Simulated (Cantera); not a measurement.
What does this Cantera script print?

```python
import numpy as np
import cantera as ct

gas = ct.Solution("gri30.yaml")
gas.TPX = 2275, 1333, {'CH4': 0.034, 'H2': 1, 'N2': 0.00012}
reactor = ct.IdealGasConstPressureReactor(gas, energy="off", clone=False)
net = ct.ReactorNet([reactor])
net.rtol, net.atol = 1e-08, 1e-18
show = ['CH4', 'H2', 'CH2', 'C2H', 'H', 'HCN']
times = np.geomspace(8e-06, 1, 13)

steps = ct.SolutionArray(gas, extra=["t"])
rows = []
print(f"{'t/s':>10s}{'T/K':>9s}{'P/Pa':>11s}" + "".join(f"{s:>11s}" for s in show))
for t in times:
    while net.time < t:
        t_next = net.step()
        steps.append(gas.state, t=t_next)
    rows.append([np.interp(t, steps.t, y) for y in (steps.T, steps.P, *steps(*show).X.T)])
    print(f"{t:10.3e}{rows[-1][0]:9.1f}{rows[-1][1]:11.4g}" + "".join(f"{x:11.3e}" for x in rows[-1][2:]))
rate = np.gradient(steps.T, steps.t)
print("integrator steps:", len(steps.t))
if steps.T.max() > steps.T[0] + 200:
    print(f"time of steepest temperature rise: {steps.t[rate.argmax()]:.4e} s")
gas.TPX = 2275, 1333, {'CH4': 0.034, 'H2': 1, 'N2': 0.00012}
gas.equilibrate("TP")
print(f"equilibrium (TP): T = {gas.T:.1f} K  " + "  ".join(f"{s} {gas[s].X[0]:.3e}" for s in show))
```

Result:

```
       t/s      T/K       P/Pa        CH4         H2        CH2        C2H          H        HCN
 8.000e-06   2275.0       1333  3.284e-02  9.670e-01  9.811e-10  4.517e-19  4.063e-05  3.052e-17
 2.127e-05   2275.0       1333  3.279e-02  9.669e-01  8.060e-09  1.007e-16  1.139e-04  2.167e-16
 5.657e-05   2275.0       1333  3.265e-02  9.667e-01  7.014e-08  2.110e-14  3.166e-04  1.692e-15
 1.504e-04   2275.0       1333  3.230e-02  9.662e-01  5.869e-07  3.616e-12  8.575e-04  2.574e-14
 4.000e-04   2275.0       1333  3.136e-02  9.648e-01  4.176e-06  5.354e-10  2.287e-03  9.584e-13
 1.064e-03   2275.0       1333  2.871e-02  9.615e-01  2.328e-05  5.521e-08  5.949e-03  4.311e-11
 2.828e-03   2275.0       1333  2.049e-02  9.581e-01  6.798e-05  1.774e-06  1.280e-02  1.172e-09
 7.521e-03   2275.0       1333  7.672e-03  9.604e-01  6.046e-05  8.557e-06  1.834e-02  8.645e-09
 2.000e-02   2275.0       1333  1.608e-03  9.591e-01  2.562e-05  1.527e-05  2.383e-02  2.578e-08
 5.318e-02   2275.0       1333  2.918e-04  9.538e-01  8.023e-06  2.061e-05  3.016e-02  4.836e-08
 1.414e-01   2275.0       1333  5.429e-05  9.457e-01  2.517e-06  2.675e-05  3.854e-02  7.263e-08
 3.761e-01   2275.0       1333  1.204e-05  9.328e-01  1.032e-06  3.615e-05  5.162e-02  1.027e-07
 1.000e+00   2275.0       1333  6.045e-06  9.185e-01  8.725e-07  4.655e-05  6.598e-02  1.726e-07
integrator steps: 1395
equilibrium (TP): T = 2275.0 K  CH4 5.212e-06  H2 9.137e-01  CH2 8.753e-07  C2H 4.975e-05  H 7.082e-02  HCN 2.067e-04
```

Computed with Cantera and GRI-Mech 3.0 (53 species, 325 reactions). GRI-Mech 3.0 stops at C3 and has no aromatics, soot or wall deposition, so with more carbon than oxygen in the feed, carbon stays in small species such as C2H2 where larger ones or solid carbon would form. Radical loss at walls, strong at low pressure, is not modelled.
